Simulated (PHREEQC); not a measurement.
Dissolve 0.026 mol/kgw KOH and 7.1e-05 mol/kgw CO2 at 60 °C and 10 atm. Closed to the air; pH follows from the charge balance.

Computed with PHREEQC (ion-association model, phreeqc.dat).

This is a speciation only: nothing precipitates in the calculation.

Question: What pH, specific conductance does the model give?

Answer: pH 11.35; specific conductance 12000 µS/cm.

Question: In which forms is C present?

Answer: CO3-2 96 %, HCO3- 3.7 % of the C.

Away from 25 °C the constants follow the database's enthalpies or fits; those with neither stay at their 25 °C values.
